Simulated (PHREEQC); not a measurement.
A PHREEQC input (ion-association model, wateq4f.dat):

```
SOLUTION 1
  temp 15
  units percent
  pH 6.84
  pe -0.5
  Na 516
  K 35.1
  Ca 204
  Mg 53.2
  Cl 583
  S(6) 303 as SO4
  Alkalinity 903 as HCO3
  Si 71.5 as SiO2
END
USE solution 1
EQUILIBRIUM_PHASES 1
  Gypsum 0 0
  Chalcedony 0 0
  CO2(g) -2.5 10
END
```

It stops with these messages:

```
ERROR: Calculations terminating due to input errors.
```

The fault: a unit that the program doesn't know. The line should read `units mg/L` where the input has `units percent`. With the mend the run ends at pH 8.31 and ionic strength 0.0438 mol/kgw.
